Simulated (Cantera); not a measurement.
What does this Cantera script print?

```python
import numpy as np
import cantera as ct

gas_names = """
    Br Br2 H HBr HO2 H2 H2O H2O2 O OH O2 O3
""".split()
cond_names = """
    Br2(cr) Br2(L) H2O(s) H2O(L)
""".split()


# ... load() reads the species with a 1 bar reference pressure and builds the phases ...
atoms = {
    'HBr': {'H': 1, 'Br': 1},
    'O2': {'O': 2},
}
top_T = {}  # K; cautious upper limits of use, not melting points


# ... equilibrate(T, P, feed) seeds the gas with the atoms and calls Mixture.equilibrate('TP', solver="vcs", rtol=1e-11, max_steps=5000) ...
results = []
feed = {'HBr': 1, 'O2': 0.023}  # mol
P = 210  # Pa
for T in [598, 748, 898, 1048, 1198, 1348, 1498, 1648, 1798, 1948, 2098]:
    mix = equilibrate(T, P, feed)
    results.append((T, P, feed, dict(zip(mix.species_names, mix.species_moles))))
    x = sorted(zip(gas.X, gas.species_names), reverse=True)
    print(f"T = {T:g} K  P = {P:g} Pa  gas = {mix.phase_moles(0):.4g} mol")
    print("   x: " + "  ".join(f"{s} {v:.3e}" for v, s in x if v > 0.001))
    print("   condensed (mol): " + ("  ".join(f"{mix.phase(i).name} {mix.phase_moles(i):.4g}"
          for i in range(1, mix.n_phases) if mix.phase_moles(i) > 1e-12) or "none"))
```

It prints:

```
T = 598 K  P = 210 Pa  gas = 1 mol
   x: HBr 9.080e-01  H2O 4.600e-02  Br2 4.599e-02
   condensed (mol): none
T = 748 K  P = 210 Pa  gas = 1 mol
   x: HBr 9.078e-01  H2O 4.599e-02  Br2 4.573e-02
   condensed (mol): none
T = 898 K  P = 210 Pa  gas = 1.003 mol
   x: HBr 9.049e-01  H2O 4.584e-02  Br2 4.246e-02  Br 6.769e-03
   condensed (mol): none
T = 1048 K  P = 210 Pa  gas = 1.018 mol
   x: HBr 8.918e-01  H2O 4.518e-02  Br 3.556e-02  Br2 2.742e-02
   condensed (mol): none
T = 1198 K  P = 210 Pa  gas = 1.039 mol
   x: HBr 8.732e-01  Br 7.495e-02  H2O 4.428e-02  Br2 7.214e-03
   condensed (mol): none
T = 1348 K  P = 210 Pa  gas = 1.052 mol
   x: HBr 8.495e-01  Br 9.849e-02  H2O 4.373e-02  H2 6.880e-03  Br2 1.371e-03
   condensed (mol): none
T = 1498 K  P = 210 Pa  gas = 1.084 mol
   x: HBr 7.668e-01  Br 1.547e-01  H2O 4.244e-02  H2 3.543e-02
   condensed (mol): none
T = 1648 K  P = 210 Pa  gas = 1.144 mol
   x: HBr 6.233e-01  Br 2.505e-01  H2 8.509e-02  H2O 4.021e-02
   condensed (mol): none
T = 1798 K  P = 210 Pa  gas = 1.224 mol
   x: HBr 4.545e-01  Br 3.624e-01  H2 1.424e-01  H2O 3.755e-02  H 2.899e-03
   condensed (mol): none
T = 1948 K  P = 210 Pa  gas = 1.31 mol
   x: Br 4.621e-01  HBr 3.012e-01  H2 1.907e-01  H2O 3.493e-02  H 1.077e-02
   condensed (mol): none
T = 2098 K  P = 210 Pa  gas = 1.393 mol
   x: Br 5.319e-01  H2 2.176e-01  HBr 1.861e-01  H2O 3.241e-02  H 3.133e-02
   condensed (mol): none
```

Cantera equilibrium calculation (NASA polynomials, part measured and part estimated; ideal gas, pure solids and liquids).
